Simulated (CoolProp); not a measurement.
R1336mzz(E) at several states: fugacity coefficient from the reference equation and from simpler models built on Tc = 130.4 °C, pc = 2.779 MPa, ω = 0.413; each cubic takes its own stable root.

The numbers come from the reference Helmholtz-energy equation of state, Akasaka 2023 in CoolProp.

| T (°C) | p (MPa) | phase | reference | Soave-Redlich-Kwong | Peng-Robinson |
|---|---|---|---|---|---|
| 112.15 | 0.0203 | gas | 0.9969 | 0.9971 | 0.9968 |
| 134.35 | 5.7 | supercritical | 0.3931 | 0.4186 | 0.3961 |
| -23.05 | 0.0263 | liquid | 0.8895 | 0.8930 | 0.9167 |
